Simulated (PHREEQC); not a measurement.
2.1 g of hydrous ferric oxide (600 m²/g; 0.2 weak and 0.005 strong sites per Fe, Dzombak-Morel constants, diffuse double layer) in 1 kg of water with 0.05 mol/kgw of an inert sodium salt, at 25 °C; the pH is set by adding NaOH or the inert anion's acid. Oxygen is held at 0.21 atm. CO2 from the air is kept out. Precipitation was switched off in this run.

The numbers come from PHREEQC with the ion-association model, wateq4f.dat.

### Question
Predict surface charge σ (C/m²), surface potential ψ (mV) at pH = 6.38, 6.75.

### Answer
```tsv
pH	surface charge σ (C/m²)	surface potential ψ (mV)
6.38	0.064	84
6.75	0.045	67
```

The oxide is taken as insoluble; below pH 4 it would dissolve.
